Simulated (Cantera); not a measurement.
Mixture: 43.7 % H2, 10.4 % O2, 45.9 % N2, equivalence ratio 2.1, at 0.500 bar, adiabatic and at constant pressure. Ignition delay is the time to a rise of 400 K.

Model: the H2/O2 subset of GRI-Mech 3.0, which has no nitrogen chemistry, integrated in Cantera. Where the delays flatten at high temperature, the 400 K rule measures the pace of heat release, not the induction time.

Q: Predict: delay at 950 K; delay at 1050 K; delay at 1150 K; delay at 1250 K; delay at 1350 K.

A: 
```json
{
 "delay at 950 K": "1.00 ms",
 "delay at 1050 K": "0.298 ms",
 "delay at 1150 K": "0.153 ms",
 "delay at 1250 K": "97.7 µs",
 "delay at 1350 K": "73.5 µs"
}
```
